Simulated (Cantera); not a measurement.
A perfectly stirred reactor is fed with CH₄ : H₂ : H = 0.024 : 0.27 : 0.028 (molar parts), at 105 Torr; it is held at 1698 K, and followed from long to short residence time.

Cantera simulation using GRI-Mech 3.0 (53 species, 325 reactions); the numbers are that mechanism's predictions, not measurements. GRI-Mech 3.0 stops at C3 and has no aromatics, soot or wall deposition, so with more carbon than oxygen in the feed, carbon stays in small species such as C2H2 where larger ones or solid carbon would form.

Problem. Predict: x(CH₄) at τ = 0.610 s; x(H₂) at τ = 0.610 s; x(H) at τ = 0.610 s; x(C₂H₆) at τ = 0.610 s; x(CH₂) at τ = 0.610 s; x(CH₄) at τ = 30.0 ms; x(H₂) at τ = 30.0 ms; x(H) at τ = 30.0 ms; x(C₂H₆) at τ = 30.0 ms; x(CH₂) at τ = 30.0 ms.

Solution. 
| Item | Result |
|---|---|
| x(CH₄) at τ = 0.610 s | 0.0224 |
| x(H₂) at τ = 0.610 s | 0.951 |
| x(H) at τ = 0.610 s | 0.000512 |
| x(C₂H₆) at τ = 0.610 s | 3.04e-6 |
| x(CH₂) at τ = 0.610 s | 1.26e-7 |
| x(CH₄) at τ = 30.0 ms | 0.0372 |
| x(H₂) at τ = 30.0 ms | 0.942 |
| x(H) at τ = 30.0 ms | 0.00123 |
| x(C₂H₆) at τ = 30.0 ms | 2.43e-5 |
| x(CH₂) at τ = 30.0 ms | 1.02e-6 |
